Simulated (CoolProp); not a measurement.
Computed with CoolProp (reference Helmholtz-energy equation of state, Gedanitz 2015).

Task: Give the vapour pressure (MPa), liquid density (kg/m³), vapour density (kg/m³), liquid cp (kJ/(kg K)) of saturated cyclopentane at 410.3, 440.4, 443.7 K.

Result: 
| T (K) | p (MPa) | liquid density (kg/m³) | vapour density (kg/m³) | liquid cp (kJ/(kg K)) |
|---|---|---|---|---|
| 410.3 | 0.921 | 612 | 22.8 | 2.46 |
| 440.4 | 1.58 | 567 | 40.3 | 2.71 |
| 443.7 | 1.67 | 562 | 42.8 | 2.74 |
